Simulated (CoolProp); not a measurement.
Carbonyl sulfide along the isotherm 418.7 K: fugacity coefficient from the reference equation and from simpler models built on Tc = 378.8 K, pc = 6.369 MPa, ω = 0.098; each cubic takes its own stable root.

Values from CoolProp's reference Helmholtz-energy equation of state, Lemmon 2006. It is a short technical equation, of lower accuracy than the large ones.

| p (MPa) | phase | reference |
|---|---|---|
| 0.0503 | gas | 0.9981 |
| 0.0739 | gas | 0.9972 |
| 0.108 | gas | 0.9959 |
| 0.159 | gas | 0.9939 |
| 0.234 | gas | 0.9910 |
| 0.343 | gas | 0.9869 |
| 0.503 | gas | 0.9807 |
| 0.739 | gas | 0.9717 |
| 1.08 | gas | 0.9588 |
| 1.59 | gas | 0.9396 |
| 2.34 | gas | 0.9115 |
| 3.43 | gas | 0.8711 |
| 5.03 | gas | 0.8126 |
| 7.39 | supercritical | 0.7278 |
| 10.8 | supercritical | 0.6094 |
| 15.9 | supercritical | 0.4848 |

Q: How far does each simpler model (van der Waals, Redlich-Kwong, Soave-Redlich-Kwong) lie from the reference over these 16 states: mean and median of the absolute difference, and the worst?

A: 
- van der Waals: mean 0.4 %, median 0.2 %, worst +2.4 % at 418.7 K and 15.9 MPa
- Redlich-Kwong: mean 0.3 %, median 0.1 %, worst +1.0 % at 418.7 K and 15.9 MPa
- Soave-Redlich-Kwong: mean 0.3 %, median 0.0 %, worst +3.4 % at 418.7 K and 15.9 MPa
